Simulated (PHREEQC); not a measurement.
Make-up at 25 °C: 0.018 mol/kgw HF, 0.00025 mol/kgw Na2B4O7 and 0.00023 mol/kgw LiCl. Closed to the air; pH follows from the charge balance.

Equilibrium calculation in PHREEQC: ion-association model, phreeqc.dat.

```csv
quantity,before,after
pH,2.52,9.20
ionic strength (mol/kgw),0.00397,0.000730
H3BO3 (mol/kgw),4.58e-6,0.000517
SI of Halite (NaCl),-8.57,-8.54
```

Question: Which change was made?
(A) 0.0011 mol/kgw TMAH added
(B) temperature from 25 to 20 °C
(C) diluted 100-fold with water
(D) HF left out
(E) HF from 0.018 to 0.0162 mol/kgw

Answer: D, HF left out

No solid was allowed to form. Real BF4- forms and hydrolyses slowly; the run takes it at equilibrium.
